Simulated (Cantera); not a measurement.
A closed system holds: 1 mol LiOH, 0.044 mol O2, at 0.0170 bar.

These are equilibrium values from Cantera (NASA tables, ideal gas, pure condensed phases), not measurements of a reactor. Candidate condensed phases: H2O, Li, LiH, LiOH, Li2O; 17 gas species. Kinetics and transport are ignored. All values below are at 1823 K.

Base state: LiOH 0.822, H2O 0.0858, O2 0.0454, Li2O 0.0346, Li 0.00904, OH 0.00138, LiO 0.000786, Li2(OH)2 0.000438 (mole fractions); condensed: Li2O(s).

**Question.** What changes in the equilibrium state with this change: LiOH replaced by Mg(OH)2?

**Answer.** 
```csv
species,before,after
H2O,0.0858,0.951
O2,0.0454,0.0420
OH,0.00138,0.00452
LiOH,0.822,0
Li2O,0.0346,0
Li,0.00904,0
LiO,0.000786,0
Li2(OH)2,0.000438,0
"Li2O(s), mol",0.0471,0
"MgO(s), mol",0,1.000
```
Further candidate phases: Mg, MgO, Mg(OH)2.
